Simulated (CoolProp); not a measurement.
Vapour-liquid equilibrium of hydrogen sulfide (1) + toluene (2) at 72.25 °C; x and y are mole fractions of (1).

Model: multi-fluid Helmholtz-energy mixture model, Lemmon 2006 and Lemmon 2006; pair parameters Bell 2016, in CoolProp.

```tsv
x	bubble pressure (MPa)	y at the bubble point	dew pressure at overall composition x (MPa)	liquid density (mol/L)
0.05	0.2585	0.884	0.03110	…
0.2	0.8562	…	…	…
0.35	…	0.980	0.04557	11.44
0.5	2.124	0.987	0.05930	12.91
0.65	2.941	0.991	0.08483	14.65
0.8	3.912	0.995	0.1489	16.64
0.95	5.051	0.998	…	…
```

Task: Complete the blanks.

Result: 
- 0.05, liquid density (mol/L): 9.179
- 0.2, y at the bubble point: 0.965
- 0.2, dew pressure at overall composition x (MPa): 0.03698
- 0.2, liquid density (mol/L): 10.21
- 0.35, bubble pressure (MPa): 1.446
- 0.95, dew pressure at overall composition x (MPa): 0.6035
- 0.95, liquid density (mol/L): 18.37

No azeotrope shows between x = 0.05 and 0.95.

The pair parameters rest on a limited set of measurements; away from them the model extrapolates.
